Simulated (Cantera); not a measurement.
Standard-state values (1 bar) from the NASA 1993 polynomials, evaluated with Cantera. Values are per mole of reaction as written; species without (g) are pure solids or liquids, kept so even where they would boil at 1 bar.

**Question.** Between 548 and 1148 K, where is each reaction favourable under standard conditions?
- 2 HI(g) + Mg(g) = 2 H(g) + MgI₂

**Answer.** 
- 2 HI(g) + Mg(g) = 2 H(g) + MgI₂: ΔG° is -23 kJ at 548 K and 65 kJ at 1148 K; it changes sign between 648 and 748 K. ΔH° is -63 kJ and ΔS° -111 J/K at 1148 K.
